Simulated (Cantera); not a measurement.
Standard-state values (1 bar) from the NASA 1993 polynomials, evaluated with Cantera. Values are per mole of reaction as written; species without (g) are pure solids or liquids, kept so even where they would boil at 1 bar.

**Question.** Between 300 and 748 K, where is each reaction favourable under standard conditions?
- 2 Ca(OH)2 ⇌ 2 Ca(g) + O2(g) + 2 H2O(g)

**Answer.** 
- 2 Ca(OH)2 ⇌ 2 Ca(g) + O2(g) + 2 H2O(g): ΔG° is 1626 kJ at 300 K and 1315 kJ at 748 K; it stays positive (K < 1). ΔH° is 1816 kJ and ΔS° 670 J/K at 748 K.
